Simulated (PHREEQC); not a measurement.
Solution (20 °C): 0.0036 mol/kgw Na2S and 0.083 mol/kgw CsOH. Closed to the air; pH follows from the charge balance.

Computed with PHREEQC (ion-association model, wateq4f.dat).

```tsv
quantity	before	after
pH	12.98	12.06
HS- (mol/kgw)	0.00137	0.000319
H2S (mol/kgw)	1.11e-9	2.56e-9
```

Question: Name the change that produced these shifts.
(A) CsOH replaced by CsCl at the same molality
(B) diluted 100-fold with water
(C) diluted 10-fold with water
(D) diluted 5-fold with water
(E) CsOH from 0.083 to 0.0747 mol/kgw

Answer: C, diluted 10-fold with water

This is a speciation only: nothing precipitates in the calculation. The database's pK near 12.9 for HS-/S-2 is now thought far too low, so its S-2 is overstated.
